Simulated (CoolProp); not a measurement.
Vapour pressure (MPa) of toluene: the reference equation beside estimates from Tc = 318.6 °C, pc = 4.126 MPa, ω = 0.266. Clausius-Clapeyron is anchored at 223.45 °C with a constant enthalpy of vaporisation of 24.55 kJ/mol.

Model: reference Helmholtz-energy equation of state, Lemmon 2006, in CoolProp. It is a short technical equation, of lower accuracy than the large ones.

| T (°C) | reference | Lee-Kesler | Clausius-Clapeyron | van der Waals | Redlich-Kwong | Soave-Redlich-Kwong | Peng-Robinson |
|---|---|---|---|---|---|---|---|
| 188.75 | 0.6112 | 0.6171 | 0.7130 | 1.410 | 0.8497 | 0.6188 | 0.6115 |
| 200.35 | 0.7548 | 0.7626 | 0.8339 | 1.583 | 1.016 | 0.7662 | 0.7564 |
| 211.95 | 0.9223 | 0.9320 | 0.9680 | 1.769 | 1.204 | 0.9383 | 0.9259 |
| 223.45 | 1.114 | 1.126 | 1.114 | 1.967 | 1.413 | 1.136 | 1.121 |
| 235.05 | 1.337 | 1.350 | 1.276 | 2.179 | 1.646 | 1.364 | 1.347 |
| 246.55 | 1.589 | 1.603 | 1.452 | 2.403 | 1.903 | 1.623 | 1.603 |
| 258.15 | 1.879 | 1.893 | 1.643 | 2.643 | 2.187 | 1.918 | 1.897 |
| 269.65 | 2.203 | 2.218 | 1.849 | 2.894 | 2.495 | 2.248 | 2.226 |
| 281.25 | 2.574 | 2.588 | 2.071 | 3.162 | 2.834 | 2.621 | 2.599 |
| 292.75 | 2.988 | 3.001 | 2.308 | 3.443 | 3.198 | 3.032 | 3.014 |

Absolute difference from the reference over all 10 rows, mean and median: Lee-Kesler 0.8 and 0.9 %, Clausius-Clapeyron 11.6 and 11.5 %, van der Waals 63.3 and 57.1 %, Redlich-Kwong 22.1 and 21.4 %, Soave-Redlich-Kwong 1.8 and 1.9 %, Peng-Robinson 0.7 and 0.8 %.
